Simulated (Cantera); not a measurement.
Feed: 1 mol Si2H6, a varied amount of H2O, 0.31 mol H2, at 1373.15 K and 76.0 Pa.

Cantera equilibrium calculation (NASA polynomials, part measured and part estimated; ideal gas, pure solids and liquids). Candidate condensed phases: H2O, Si, SiO2; 18 gas species. The feed counts by its element totals alone. Mutual solubility and eutectic melting of coexisting phases are not modelled. The tables hold silica as quartz up to 1696 K and as liquid above; real silica turns to tridymite and cristobalite and melts near 1996 K. Kinetics and transport are ignored.

Question: What share of the Si ends up in condensed phases as a function of n(H2O) (mol), at 0.59, 0.92, 1.4, 2.3, 3.6, 5.6, 8.9, 14, 22?

Answer: 
```tsv
n(H2O) (mol)	Si condensed (%)	as
0.59	88.8	Si(s) + SiO2(β-quartz)
0.92	87.9	Si(s) + SiO2(β-quartz)
1.4	86.5	Si(s) + SiO2(β-quartz)
2.3	83.9	Si(s) + SiO2(β-quartz)
3.6	80.2	Si(s) + SiO2(β-quartz)
5.6	100.0	SiO2(β-quartz)
8.9	100.0	SiO2(β-quartz)
14	100.0	SiO2(β-quartz)
22	100.0	SiO2(β-quartz)
```
